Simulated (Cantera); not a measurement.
Feed: 1 mol C2H5OH, 48 mol H2, at 10.0 mbar.

Equilibrium computed with Cantera from the NASA thermochemical tables; the gas is ideal and each condensed phase is pure. Candidate condensed phases: C, C6H6, C7H8, C8H18, H2O; 110 gas species. Equilibrium is a limit: real reactors are often held back by kinetics, nucleation or transport.

Problem. What share of the C ends up in condensed phases as a function of T (K), at 648, 748, 848, 948, 1048, 1148, 1248, 1348?

Solution. 
| T (K) | C condensed (%) | as |
|---|---|---|
| 648 | 0.0 | - |
| 748 | 0.0 | - |
| 848 | 37.8 | C(graphite) |
| 948 | 46.2 | C(graphite) |
| 1048 | 48.6 | C(graphite) |
| 1148 | 49.4 | C(graphite) |
| 1248 | 49.7 | C(graphite) |
| 1348 | 49.9 | C(graphite) |
